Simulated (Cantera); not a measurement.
Input (Python, Cantera) and output of one run.

```python
import numpy as np
import cantera as ct

gas_names = """
    C CH CH2 CH3 CH2OH CH3O CH4 CH3OH CO CO2 COOH C2 C2H CHCO,ketyl C2H2,acetylene C2H2,vinylidene
    CH2CO,ketene C2H3,vinyl CH3CO,acetyl C2H4 C2H4O,ethylen CH3CHO,ethanal CH3COOH (HCOOH)2 C2H5 C2H6
    CH3OCH3 C2H5OH C2O C3 C3H3,propargyl C3H4,allene C3H4,propyne C3H4,cyclo- C3H5,allyl C3H6,propylene
    C3H6,cyclo- C3H6O C3H7,n-propyl C3H7,i-propyl C3H8 C3H8O,1propanol C3H8O,2propanol C3O2 C4 C4H2
    C4H4,1,3-cyclo- C4H6,butadiene C4H6,2-butyne C4H6,cyclo- C4H8,1-butene C4H8,cis2-buten
    C4H8,tr2-butene C4H8,isobutene C4H8,cyclo- (CH3COOH)2 C4H9,n-butyl C4H9,i-butyl C4H9,s-butyl
    C4H9,t-butyl C4H10,isobutane C4H10,n-butane C5 C5H6,1,3cyclo- C5H8,cyclo- C5H10,1-pentene
    C5H10,cyclo- C5H11,pentyl C5H11,t-pentyl C5H12,n-pentane C5H12,i-pentane CH3C(CH3)2CH3 C6H2
    C6H5,phenyl C6H5O,phenoxy C6H6 C6H5OH,phenol C6H10,cyclo- C6H12,1-hexene C6H12,cyclo- C6H13,n-hexyl
    C7H7,benzyl C7H8 C7H8O,cresol C7H14,1-heptene C7H15,n-heptyl C7H16,n-heptane C8H8,styrene
    C8H10,ethylbenz C8H16,1-octene C8H17,n-octyl C8H18,isooctane C8H18,n-octane C9H19,n-nonyl
    C10H8,naphthale C10H21,n-decyl C12H9,o-bipheny C12H10,bipheny Fe FeC5O5 FeO Fe(OH)2 H HCO HO2 H2
    HCHO,formaldehy HCOOH H2O H2O2 O OH O2 O3
""".split()
cond_names = """
    C(gr) C6H6(L) C7H8(L) C8H18(L),n-octa Fe(a) Fe(c) Fe(d) Fe(L) FeC5O5(L) FeO(s) FeO(L) Fe(OH)2(s)
    Fe(OH)3(s) Fe2O3(s) Fe3O4(s) H2O(s) H2O(L)
""".split()


def load(file, names, dense=False):
    # The tables refer to 1 bar. Condensed volumes are neglected.
    table = {s.name: s for s in ct.Species.list_from_file(file)}
    out = []
    for n in names:
        d = dict(table[n].input_data)
        d["thermo"] = dict(d["thermo"], **{"reference-pressure": 1e5})
        if dense:
            d["equation-of-state"] = {"model": "constant-volume", "density": "1e6 g/cm^3"}
        out.append(ct.Species.from_dict(d))
    return out


gas = ct.Solution(thermo="ideal-gas", species=load("nasa_gas.yaml", gas_names))
cond = {s.name: ct.Solution(thermo="fixed-stoichiometry", species=[s], name=s.name)
        for s in load("nasa_condensed.yaml", cond_names, dense=True)}
atoms = {
    'Fe3O4': {'Fe': 3, 'O': 4},
    'C': {'C': 1},
    'H2': {'H': 2},
}
top_T = {'C(gr)': 4500, 'Fe2O3(s)': 1830, 'Fe3O4(s)': 1870}  # K; cautious upper limits of use, not melting points


def equilibrate(T, P, feed):
    n = {}
    for name, mol in feed.items():
        for a, k in atoms[name].items():
            n[a] = n.get(a, 0.0) + k * mol
    gas.TPX = T, P, n
    mass = sum(n.values()) * gas.mean_molecular_weight
    gas.equilibrate("TP")
    valid = [c for c in cond.values() if c.min_temp <= T <= top_T.get(c.name, c.max_temp)]
    mix = ct.Mixture([(gas, mass / gas.mean_molecular_weight)] + [(c, 0.0) for c in valid])
    mix.T, mix.P = T, P
    mix.equilibrate("TP", solver="vcs", rtol=1e-11, max_steps=5000)
    return mix


results = []
feed = {'Fe3O4': 1, 'C': 1.5, 'H2': 0.24}  # mol
P = 10000  # Pa
for T in [1400, 1500, 1600, 1700, 1800, 1900, 2000, 2100, 2200, 2300, 2400, 2500, 2600]:
    mix = equilibrate(T, P, feed)
    results.append((T, P, feed, dict(zip(mix.species_names, mix.species_moles))))

top = {s: max(r[3][s] / sum(r[3][g] for g in gas_names) for r in results) for s in gas_names}
cols = sorted((s for s in top if top[s] > 0.001), key=lambda s: -top[s])[:6]
seen = [c for c in cond_names if any(r[3].get(c, 0) > 1e-12 for r in results)]
print("log10 of partial pressures in bar; condensed amounts in mol")
print(f"{'T/K':>10s}" + "".join(f"{s[:9]:>10s}" for s in cols + seen))
for T, P, feed, n in results:
    ng = sum(n[g] for g in gas_names)
    print(f"{T:10.4g}" + "".join(f"{np.log10(max(n[s] / ng * P / 1e5, 1e-99)):10.3f}" for s in cols)
          + "".join(f"{n.get(c, 0):10.4g}" for c in seen))
```

Result:

```
log10 of partial pressures in bar; condensed amounts in mol
       T/K        CO        Fe       CO2        H2       H2O         H     Fe(c)     Fe(d)     Fe(L)    FeO(s)    FeO(L)
      1400    -1.134    -7.815    -1.896    -1.999    -2.425    -6.312    0.7865         0         0     2.214         0
      1500    -1.130    -6.824    -1.921    -2.012    -2.390    -5.761    0.7797         0         0      2.22         0
      1600    -1.126    -5.960    -1.943    -2.024    -2.363    -5.277    0.7737         0         0     2.226         0
      1700    -1.120    -5.201    -1.983    -2.028    -2.356    -4.845         0    0.7575         0         0     2.242
      1800    -1.114    -4.531    -2.037    -2.024    -2.366    -4.458         0    0.7343         0         0     2.265
      1900    -1.110    -3.953    -2.070    -2.027    -2.363    -4.114         0         0    0.7221         0     2.276
      2000    -1.109    -3.438    -2.098    -2.032    -2.361    -3.805         0         0    0.7093         0     2.284
      2100    -1.110    -2.975    -2.126    -2.040    -2.363    -3.526         0         0    0.6898         0     2.291
      2200    -1.116    -2.557    -2.157    -2.054    -2.372    -3.276         0         0    0.6523         0     2.297
      2300    -1.133    -2.177    -2.196    -2.081    -2.396    -3.055         0         0    0.5716         0     2.301
      2400    -1.174    -1.831    -2.257    -2.137    -2.448    -2.867         0         0    0.3863         0     2.302
      2500    -1.255    -1.550    -2.321    -2.251    -2.524    -2.725         0         0         0         0      2.28
      2600    -1.307    -1.512    -2.137    -2.411    -2.431    -2.621         0         0         0         0     2.138
```

Cantera equilibrium calculation (NASA polynomials, part measured and part estimated; ideal gas, pure solids and liquids). Each liquid is taken as pure. Mutual solubility and eutectic melting of coexisting phases are not modelled. The tables' stoichiometric FeO is somewhat more stable than real wüstite, so its field is too wide. FeO: taken at fixed stoichiometry.
